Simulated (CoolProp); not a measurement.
Properties of acetone along the isotherm 422.3 K.

Computed with CoolProp (reference Helmholtz-energy equation of state, Lemmon 2006). It is a short technical equation, of lower accuracy than the large ones.

| p (MPa) | phase | cv (kJ/(kg K)) | Joule-Thomson coefficient (K/MPa) | fugacity coefficient |
|---|---|---|---|---|
| 2.61 | liquid | 1.811 | 0.07681 | 0.3653 |
| 5.21 | liquid | 1.806 | 0.01274 | 0.1959 |
| 7.82 | liquid | 1.802 | -0.03607 | 0.1397 |
| 10.4 | liquid | 1.800 | -0.07428 | 0.1122 |
| 13 | liquid | 1.798 | -0.1057 | 0.09584 |
| 15.6 | liquid | 1.797 | -0.1320 | 0.08525 |
| 18.2 | liquid | 1.796 | -0.1543 | 0.07795 |
| 20.9 | liquid | 1.795 | -0.1742 | 0.07255 |
| 23.5 | liquid | 1.795 | -0.1910 | 0.06876 |
